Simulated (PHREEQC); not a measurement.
0.047 g of hydrous ferric oxide (600 m²/g; 0.2 weak and 0.005 strong sites per Fe, Dzombak-Morel constants, diffuse double layer) in 1 kg of water with 0.005 mol/kgw of an inert sodium salt and 0.00076 mmol/kgw Na2SO4 and 0.074 mmol/kgw ZnSO4, at 25 °C; the pH is set by adding NaOH or the inert anion's acid. Oxygen is held at 0.21 atm. The system is closed to CO2. Precipitation was switched off in this run.

Base run: PHREEQC, ion-association model, wateq4f.dat. Each further column changes one thing. The table gives S sorbed (%).

| pH | base | no electrostatic term (-no_edl) | background salt from 0.005 to 0.0005 mol/kgw | oxide from 0.047 to 0.23 g/kgw | 0.00015 mol/kgw Ag2SO4 added |
|---|---|---|---|---|---|
| 3 | 62.0 | 0.0 | 66.4 | 100.0 | [?] |
| 3.75 | 60.7 | 0.0 | 65.5 | 100.0 | 21.6 |
| 4.5 | 53.6 | 0.0 | 57.9 | 99.7 | 20.1 |
| 5.25 | 39.2 | 0.0 | [?] | 96.6 | 15.9 |
| 6 | 21.9 | 0.0 | 24.7 | 74.7 | 9.8 |
| 6.75 | 9.2 | 0.0 | 11.4 | 33.9 | [?] |
| 7.5 | 4.1 | 0.0 | 5.5 | 6.1 | 2.8 |
| 8.25 | 0.9 | 0.0 | 1.3 | 0.3 | 0.8 |
| 9 | 0.1 | 0.0 | 0.1 | 0.0 | 0.1 |

Q: Some entries are withheld; supply them.

A: 
- 3, 0.00015 mol/kgw Ag2SO4 added: 21.8
- 5.25, background salt from 0.005 to 0.0005 mol/kgw: 42.8
- 6.75, 0.00015 mol/kgw Ag2SO4 added: 4.9

The oxide is taken as insoluble; below pH 4 it would dissolve.
